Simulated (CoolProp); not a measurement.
Vapour-liquid equilibrium of chloromethane (R40) (1) + isobutene (2) at 1.08 MPa; x and y are mole fractions of (1).

The numbers come from the multi-fluid Helmholtz-energy mixture model, Thol 2014 and Lemmon 2005; pair parameters Bell 2016 in CoolProp.

Question: Give the bubble temperature and the first vapour's composition at x = 0.25, 0.55, 0.95. Is there an azeotrope?

Answer: x = 0.25: 64.3 °C, y = 0.362; x = 0.55: 56.4 °C, y = 0.658; x = 0.95: 49.1 °C, y = 0.965. No azeotrope shows between x = 0.05 and 0.95.

The pair parameters rest on a limited set of measurements; away from them the model extrapolates.
